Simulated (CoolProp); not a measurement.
Properties of octamethyltrisiloxane (MDM) at several states (Tc = 565.4 K, pc = 1.438 MPa, ω = 0.528).

The numbers come from the reference Helmholtz-energy equation of state, Thol 2017 in CoolProp.

```
T (K)  p (MPa)   phase  density (kg/m³)  cp (kJ/(kg K))  speed of sound (m/s)  fugacity coefficient
-----  -------  ------  ---------------  --------------  --------------------  --------------------
319.1    0.104  liquid            794.2           1.832                 845.9               0.01702
378.7   0.0274  liquid            730.6           1.985                   [?]                0.8665
473.8     1.08  liquid            615.3             [?]                 379.4                0.2631
377.8    0.921  liquid              [?]           1.979                 664.4               0.02739
390       1.55  liquid            722.4           2.008                 635.0               0.02598
```

Task: What belongs in the gaps?

Result: 
- 378.7, speed of sound (m/s): 650.3
- 473.8, cp (kJ/(kg K)): 2.245
- 377.8, density (kg/m³): 734.0
